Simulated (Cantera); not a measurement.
A closed system holds: 1 mol MgCO₃, 0.6 mol H₂O, held at 1475 °C and 0.100 bar.

These are equilibrium values from Cantera (NASA tables, ideal gas, pure condensed phases), not measurements of a reactor. Candidate condensed phases: C, C₆H₆, C₇H₈, C₈H₁₈, H₂O, Mg, MgCO₃, MgO, Mg(OH)₂; 116 gas species. Equilibrium is a limit: real reactors are often held back by kinetics, nucleation or transport.

Base state: CO₂ 0.619, H₂O 0.373, CO 0.00460, O₂ 0.00254, H₂ 0.000767, OH 0.000569, H 2.00e-5, O 1.17e-5 (mole fractions); condensed: MgO(s).

Q: What changes in the equilibrium state with this change: MgCO₃ replaced by Ca(OH)₂?

A: 
```json
[
 {"species": "H₂O", "before": "0.373", "after": "0.995"},
 {"species": "H₂", "before": "0.000767", "after": "0.00290"},
 {"species": "O₂", "before": "0.00254", "after": "0.00126"},
 {"species": "CO₂", "before": "0.619", "after": "0"},
 {"species": "CO", "before": "0.00460", "after": "0"},
 {"species": "Ca(OH)₂", "before": "0", "after": "1.07e-5"},
 {"species": "H", "before": "2.00e-5", "after": "3.90e-5"},
 {"species": "O", "before": "1.17e-5", "after": "8.25e-6"},
 {"species": "MgO(s), mol", "before": "1.000", "after": "0"},
 {"species": "CaO(s), mol", "before": "0", "after": "1.000"}
]
```
Further candidate phases: Ca, CaO, Ca(OH)₂.
